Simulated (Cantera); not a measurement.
A closed system holds: 1 mol HMDSO, 7.8 mol NO, equilibrated at 0.000250 bar.

Cantera equilibrium calculation (NASA polynomials, part measured and part estimated; ideal gas, pure solids and liquids). Candidate condensed phases: C, C₆H₆, C₇H₈, C₈H₁₈, H₂O, Si, SiC, SiO₂, Si₂N₂O, Si₃N₄; 151 gas species. The feed counts by its element totals alone. The tables hold silica as quartz up to 1696 K and as liquid above; real silica turns to tridymite and cristobalite and melts near 1996 K. Equilibrium is a limit: real reactors are often held back by kinetics, nucleation or transport. All values below are at 1698 K.

Base state: H₂ 0.433, CO 0.294, N₂ 0.192, SiO 0.0672, H₂O 0.00681, H 0.00602, CO₂ 0.00136 (mole fractions); condensed: SiO₂(condensed).

What changes in the equilibrium state with this change: pressure from 0.000250 bar to 0.550 bar?


```
species                before     after
--------------------  -------  --------
H₂                      0.433     0.486
CO                      0.294     0.324
N₂                      0.192     0.189
SiO                    0.0672  0.000918
HCN                   2.38e-9  0.000182
CH₄                     <1e-9   2.38e-5
H                     0.00602  0.000136
SiO₂(condensed), mol    0.634      1.19
Si₂N₂O(s), mol              0     0.395
```
Mutual solubility and eutectic melting of coexisting phases are not modelled.

What changes in the equilibrium state with this change: NO from 7.8 to 21 mol?


```tsv
species	before	after
N₂	0.192	0.411
H₂O	0.00681	0.309
CO₂	0.00136	0.160
H₂	0.433	0.0422
SiO	0.0672	0.000145
CO	0.294	0.0747
O₂	<1e-9	8.28e-5
NO	6.07e-8	4.13e-5
O	5.42e-8	2.52e-5
OH	4.87e-6	0.000706
H	0.00602	0.00188
SiO₂(condensed), mol	0.634	2.00
```
